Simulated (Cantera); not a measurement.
A closed system holds: 1 mol C₆H₆, 0.02 mol NH₃, 54 mol H₂, equilibrated at 1348.15 K.

Equilibrium computed with Cantera from the NASA thermochemical tables; the gas is ideal and each condensed phase is pure. Candidate condensed phases: C, C₆H₆, C₇H₈, C₈H₁₈; 92 gas species. Rates play no part.

Task: At 3.20 mbar, list the 4 most abundant gas species with their mole fractions, and the condensed phases.

Result: H₂ 1.000, N₂ 0.000173, H 4.10e-5, CH₄ 1.86e-5. Condensed: C(graphite).
